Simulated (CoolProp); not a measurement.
Aqueous methanol as a coolant, at 22 °C, 1 atm.

Values from CoolProp's Melinder's fits for secondary coolants.

```
mass %  freezing point (°C)  cp (kJ/(kg K))  conductivity (W/(m K))  Prandtl number  density (kg/m³)
------  -------------------  --------------  ----------------------  --------------  ---------------
2.5                    -1.4           4.190                   0.586            7.30            993.3
7.8                    -4.9               ?                       ?            8.90            984.5
13                     -8.9           4.175                   0.524            10.5            976.5
18.3                  -13.5           4.129                   0.495            12.2            968.6
23.5                  -18.5           4.074                       ?               ?            960.8
28.7                  -24.2           4.011                   0.440            15.2            952.6
34                    -30.6           3.936                   0.414            16.3            943.9
39.2                  -37.6           3.848                   0.390            17.1            934.8
44.5                  -45.4           3.740                   0.368            17.4            925.1
49.7                      ?               ?                   0.347            17.4            915.0
54.9                  -63.2           3.497                   0.328            17.1            904.2
```

Task: Some entries are withheld; supply them.

Result: 
- 7.8, cp (kJ/(kg K)): 4.201
- 7.8, conductivity (W/(m K)): 0.554
- 23.5, conductivity (W/(m K)): 0.467
- 23.5, Prandtl number: 13.8
- 49.7, freezing point (°C): -54.0
- 49.7, cp (kJ/(kg K)): 3.621
